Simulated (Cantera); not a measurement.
An isothermal, constant-pressure homogeneous reactor starts with H₂ : O₂ : N₂ = 0.0055 : 1 : 4.5 (molar parts), equivalence ratio 0.0027, at 1100 K and 170 Pa.

Model: the H2/O2 subset of GRI-Mech 3.0, which has no nitrogen chemistry, integrated in Cantera. Radical loss at walls, strong at low pressure, is not modelled.

x: mole fraction; the columns are a selection and need not sum to one.

| t (s) | x H₂ | x O₂ | x H₂O₂ | x OH | x H |
|---|---|---|---|---|---|
| 4.00e-5 | 0.000999 | 0.182 | <1e-12 | <1e-12 | <1e-12 |
| 9.19e-5 | 0.000999 | 0.182 | <1e-12 | <1e-12 | <1e-12 |
| 0.000211 | 0.000999 | 0.182 | <1e-12 | <1e-12 | <1e-12 |
| 0.000486 | 0.000999 | 0.182 | <1e-12 | <1e-12 | 1.21e-12 |
| 0.00112 | 0.000999 | 0.182 | <1e-12 | <1e-12 | 2.51e-12 |
| 0.00257 | 0.000999 | 0.182 | <1e-12 | 2.24e-12 | 4.69e-12 |
| 0.00590 | 0.000999 | 0.182 | <1e-12 | 8.75e-12 | 7.40e-12 |
| 0.0136 | 0.000999 | 0.182 | <1e-12 | 2.84e-11 | 1.04e-11 |
| 0.0312 | 0.000999 | 0.182 | <1e-12 | 8.45e-11 | 1.70e-11 |
| 0.0716 | 0.000999 | 0.182 | <1e-12 | 2.98e-10 | 4.27e-11 |
| 0.165 | 0.000999 | 0.182 | <1e-12 | 2.18e-9 | 2.72e-10 |
| 0.379 | 0.000999 | 0.182 | <1e-12 | 1.31e-7 | (withheld) |
| 0.870 | 0.000364 | 0.181 | 2.00e-9 | 0.000159 | (withheld) |
| 2.00 | 2.68e-6 | 0.181 | 2.52e-10 | 5.92e-5 | (withheld) |

### Question
Some entries are withheld; supply them.

### Answer

- 0.379, x H: 1.60e-8
- 0.870, x H: 5.67e-5
- 2.00, x H: 3.43e-5
